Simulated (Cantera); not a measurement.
Input: 1 mol Si, 0.61 mol HCl, 1.4 mol H₂, at 1548 K and 430000 Pa.

Cantera equilibrium calculation (NASA polynomials, part measured and part estimated; ideal gas, pure solids and liquids). The tables' values for SiCl₃ are old estimates; treat these amounts as uncertain. Kinetics and transport are ignored.

| species | before | after |
|---|---|---|
| H₂ | 0.825 | 0.816 |
| HCl | 0.0927 | 0.101 |
| SiCl₂ | 0.0346 | 0.0432 |
| SiCl₄ | 0.0148 | 0.0107 |
| SiHCl₃ | 0.0161 | 0.0124 |
| SiCl₃ | 0.0135 | 0.0137 |
| H | 1.35e-5 | 2.37e-5 |
| SiH₂Cl₂ | 0.00285 | 0.00242 |
| SiH₃Cl | 0.000150 | 0.000141 |
| Si(s), mol | 0.842 | 0.839 |
Gas species are given as mole fractions.

Problem. Name the change that produced these shifts.
A. temperature from 1548 K to 900 K
B. temperature from 1548 K to 1600 K
C. temperature from 1548 K to 925 K
D. temperature from 1548 K to 1250 K

Solution. B, temperature from 1548 K to 1600 K
